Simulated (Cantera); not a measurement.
Charge: 1 mol C, 0.56 mol NH₃, 17 mol N₂, held at 10.0 mbar.

These are equilibrium values from Cantera (NASA tables, ideal gas, pure condensed phases), not measurements of a reactor. Candidate condensed phases: C, C₆H₆, C₇H₈, C₈H₁₈; 92 gas species. Rates play no part.

x: gas mole fraction; n: condensed amount in mol.

| T (K) | x N₂ | x H₂ | x H | x HCN | x HNC | x CN | x C₂H₂ (acetylene) | n C(graphite) |
|---|---|---|---|---|---|---|---|---|
| 1123 | 0.954 | 0.0464 | 9.17e-8 | 6.29e-6 | 2.07e-8 | <1e-12 | 1.02e-9 | 1.000 |
| 1223 | 0.954 | 0.0463 | 6.47e-7 | 2.01e-5 | 1.13e-7 | <1e-12 | 7.26e-9 | 1.000 |
| 1323 | 0.954 | 0.0463 | [?] | [?] | [?] | [?] | [?] | 0.999 |
| 1423 | 0.954 | 0.0463 | 1.43e-5 | 0.000125 | 1.62e-6 | 1.33e-10 | 1.59e-7 | 0.998 |
| 1523 | 0.953 | 0.0462 | 4.97e-5 | 0.000260 | 4.73e-6 | 1.51e-9 | 5.46e-7 | 0.995 |
| 1623 | 0.953 | 0.0460 | 0.000148 | 0.000493 | 1.20e-5 | 1.26e-8 | 1.60e-6 | 0.991 |
| 1723 | 0.953 | 0.0457 | 0.000390 | 0.000866 | 2.74e-5 | 8.23e-8 | 4.14e-6 | 0.984 |
| 1823 | 0.952 | 0.0451 | 0.000920 | 0.00142 | 5.68e-5 | 4.36e-7 | 9.54e-6 | 0.973 |
| 1923 | 0.952 | 0.0441 | 0.00198 | 0.00220 | 0.000108 | 1.94e-6 | 1.99e-5 | 0.957 |
| 2023 | 0.950 | 0.0426 | [?] | [?] | [?] | [?] | [?] | 0.936 |
| 2123 | 0.948 | 0.0401 | 0.00718 | 0.00453 | 0.000318 | 2.49e-5 | 6.64e-5 | 0.909 |
| 2223 | 0.944 | 0.0366 | 0.0123 | 0.00603 | 0.000493 | 7.50e-5 | 0.000106 | 0.875 |
| 2323 | 0.940 | 0.0319 | 0.0194 | 0.00761 | 0.000715 | 0.000205 | 0.000154 | 0.837 |
| 2423 | 0.934 | 0.0261 | 0.0287 | 0.00907 | 0.000969 | 0.000515 | 0.000202 | 0.795 |

Question: Fill in the missing entries.

Answer: 
- 2023, x H: 0.00392
- 2023, x HCN: 0.00324
- 2023, x HNC: 0.000192
- 2023, x CN: 7.41e-6
- 2023, x C₂H₂ (acetylene): 3.80e-5
- 1323, x H: 3.41e-6
- 1323, x HCN: 5.38e-5
- 1323, x HNC: 4.74e-7
- 1323, x CN: 8.15e-12
- 1323, x C₂H₂ (acetylene): 3.82e-8
